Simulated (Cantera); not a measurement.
A freely propagating, adiabatic, planar premixed flame of H₂ : O₂ : N₂ : H₂O = 1 : 0.25 : 0.94 : 0.41 (molar parts), equivalence ratio 2.0, unburnt at 548 K and 750 Torr; mixture-averaged transport, grid criteria slope 0.08 and curve 0.16, no radiation.

Computed with Cantera and the H2/O2 subset of GRI-Mech 3.0, which has no nitrogen chemistry. Burning velocities carry a grid error of a few per cent, more on coarse grids.

Task: Predict: laminar burning velocity; thermal thickness; peak x(O); peak x(HO₂); peak x(OH).

Result: 
- laminar burning velocity: 553 cm/s
- thermal thickness: 0.379 mm
- peak x(O): 0.00205
- peak x(HO₂): 0.000445
- peak x(OH): 0.00374
